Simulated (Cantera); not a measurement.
A closed system holds: 1 mol borazine, 0.84 mol O2, 47 mol H2, equilibrated at 1725 °C and 10000 Pa.

Method: chemical equilibrium by Gibbs-energy minimisation in Cantera with the NASA 1993 tables (ideal gas, pure condensed phases). Candidate condensed phases: B, BN, B2O3, B3O3H3, H2O; 39 gas species. The feed counts by its element totals alone. The tables' values for BH2 are old estimates; treat these amounts as uncertain. Kinetics and transport are ignored.

Base state: H2 0.949, HBO 0.0258, N2 0.0161, H 0.00494, BO 0.00195, B2O2 0.00191, HBO2 0.000235, B2O3 0.000120 (mole fractions); condensed: BN(s).

Problem. What changes in the equilibrium state with this change: temperature from 1725 °C to 1077 °C?

Solution. 
```csv
species,before,after
H2,0.949,0.988
N2,0.0161,0.0107
H2O,4.77e-5,0.000842
HBO,0.0258,0.000114
HBO2,0.000235,0.000503
BH2,0.000117,<1e-9
BO,0.00195,2.87e-8
B2O2,0.00191,1.55e-7
"BN(s), mol",1.33,1.91
"B2O3(l), mol",0,0.527
```
Mutual solubility and eutectic melting of coexisting phases are not modelled.
